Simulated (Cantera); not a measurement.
An isothermal, constant-pressure homogeneous reactor starts with CH4 : H2 = 1 : 5.7 (molar parts), at 1675 K and 0.0900 Torr.

Cantera simulation using GRI-Mech 3.0 (53 species, 325 reactions); the numbers are that mechanism's predictions, not measurements. GRI-Mech 3.0 stops at C3 and has no aromatics, soot or wall deposition, so with more carbon than oxygen in the feed, carbon stays in small species such as C2H2 where larger ones or solid carbon would form. Radical loss at walls, strong at low pressure, is not modelled.

x: mole fraction; the columns are a selection and need not sum to one.

```json
[
 {"t (s)": "0.000300", "x CH4": "0.149", "x H2": "0.851", "x C2H": "<1e-12", "x CH3": "[?]", "x CH2": "<1e-12"},
 {"t (s)": "0.00103", "x CH4": "0.149", "x H2": "0.851", "x C2H": "<1e-12", "x CH3": "[?]", "x CH2": "<1e-12"},
 {"t (s)": "0.00355", "x CH4": "0.149", "x H2": "0.851", "x C2H": "<1e-12", "x CH3": "[?]", "x CH2": "<1e-12"},
 {"t (s)": "0.0122", "x CH4": "0.149", "x H2": "0.851", "x C2H": "<1e-12", "x CH3": "[?]", "x CH2": "5.42e-12"},
 {"t (s)": "0.0421", "x CH4": "0.149", "x H2": "0.851", "x C2H": "<1e-12", "x CH3": "[?]", "x CH2": "9.56e-11"},
 {"t (s)": "0.145", "x CH4": "0.149", "x H2": "0.851", "x C2H": "<1e-12", "x CH3": "[?]", "x CH2": "1.30e-9"},
 {"t (s)": "0.499", "x CH4": "0.149", "x H2": "0.851", "x C2H": "<1e-12", "x CH3": "[?]", "x CH2": "1.55e-8"},
 {"t (s)": "1.72", "x CH4": "0.148", "x H2": "0.851", "x C2H": "4.24e-11", "x CH3": "[?]", "x CH2": "1.75e-7"},
 {"t (s)": "5.91", "x CH4": "0.133", "x H2": "0.858", "x C2H": "2.16e-8", "x CH3": "[?]", "x CH2": "1.58e-6"},
 {"t (s)": "20.3", "x CH4": "0.0653", "x H2": "0.896", "x C2H": "2.47e-7", "x CH3": "[?]", "x CH2": "1.76e-6"},
 {"t (s)": "70.0", "x CH4": "0.0188", "x H2": "0.922", "x C2H": "5.08e-7", "x CH3": "[?]", "x CH2": "1.03e-6"}
]
```

Complete the blanks.


- 0.000300, x CH3: 9.06e-8
- 0.00103, x CH3: 3.43e-7
- 0.00355, x CH3: 1.38e-6
- 0.0122, x CH3: 5.24e-6
- 0.0421, x CH3: 1.86e-5
- 0.145, x CH3: 6.45e-5
- 0.499, x CH3: 0.000223
- 1.72, x CH3: 0.000785
- 5.91, x CH3: 0.00260
- 20.3, x CH3: 0.00187
- 70.0, x CH3: 0.000692
